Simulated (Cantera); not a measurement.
A closed system holds: 1 mol CH₃SiCl₃, 600 mol H₂, 0.076 mol C₂H₂, equilibrated at 1575 K and 0.140 bar.

Cantera equilibrium calculation (NASA polynomials, part measured and part estimated; ideal gas, pure solids and liquids). Candidate condensed phases: C, C₆H₆, C₇H₈, C₈H₁₈, Si, SiC; 109 gas species. The feed counts by its element totals alone. The numbers say what is thermodynamically allowed, not how fast it happens.

Base state: H₂ 0.995, HCl 0.00497, CH₄ 0.000220, H 0.000111, C₂H₂ (acetylene) 1.60e-5 (mole fractions); condensed: SiC(s).

Problem. What changes in the equilibrium state with this change: H₂ from 600 to 4.3 mol?

Solution. 
```
species            before     after
----------------  -------  --------
H₂                  0.995     0.609
HCl               0.00497     0.378
SiCl₂             9.30e-7   0.00767
SiCl₄               <1e-9   0.00164
SiCl₃             2.73e-9   0.00219
SiHCl₃              <1e-9  0.000352
SiH₂Cl₂           2.47e-9   1.25e-5
Cl                4.40e-7   4.28e-5
SiC(s), mol         0.999     0.913
C(graphite), mol        0     0.238
```
The tables' values for SiCl₃ are old estimates; treat these amounts as uncertain.
